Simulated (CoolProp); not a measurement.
Ethylbenzene along the isotherm 346.85 °C: Z from the reference equation and from simpler models built on Tc = 344.0 °C, pc = 3.622 MPa, ω = 0.304; each cubic takes its own stable root.

The numbers come from the reference Helmholtz-energy equation of state, Zhou 2012 in CoolProp.

```json
[
 {"p (MPa)": "0.453", "phase": "gas", "reference": "___", "van der Waals": "___", "Peng-Robinson": "0.9522"},
 {"p (MPa)": "0.906", "phase": "gas", "reference": "___", "van der Waals": "0.9215", "Peng-Robinson": "0.9019"},
 {"p (MPa)": "1.36", "phase": "gas", "reference": "0.8551", "van der Waals": "0.8774", "Peng-Robinson": "0.8484"},
 {"p (MPa)": "1.81", "phase": "gas", "reference": "0.7992", "van der Waals": "0.8292", "Peng-Robinson": "0.7913"},
 {"p (MPa)": "2.26", "phase": "gas", "reference": "0.7363", "van der Waals": "0.7748", "Peng-Robinson": "0.7285"},
 {"p (MPa)": "2.72", "phase": "gas", "reference": "0.6608", "van der Waals": "0.7092", "Peng-Robinson": "___"},
 {"p (MPa)": "3.17", "phase": "gas", "reference": "0.5667", "van der Waals": "0.6266", "Peng-Robinson": "0.5671"},
 {"p (MPa)": "3.62", "phase": "gas", "reference": "___", "van der Waals": "___", "Peng-Robinson": "0.4272"},
 {"p (MPa)": "4.08", "phase": "supercritical", "reference": "0.2037", "van der Waals": "0.3064", "Peng-Robinson": "0.2438"},
 {"p (MPa)": "4.53", "phase": "supercritical", "reference": "0.2099", "van der Waals": "0.3160", "Peng-Robinson": "0.2444"},
 {"p (MPa)": "4.98", "phase": "supercritical", "reference": "0.2216", "van der Waals": "0.3320", "Peng-Robinson": "0.2532"},
 {"p (MPa)": "5.43", "phase": "supercritical", "reference": "0.2349", "van der Waals": "0.3502", "Peng-Robinson": "___"}
]
```

What belongs in the gaps?


- 0.453, reference: 0.9547
- 0.453, van der Waals: 0.9621
- 0.906, reference: 0.9068
- 2.72, Peng-Robinson: 0.6552
- 3.62, reference: 0.4119
- 3.62, van der Waals: 0.4765
- 5.43, Peng-Robinson: 0.2645
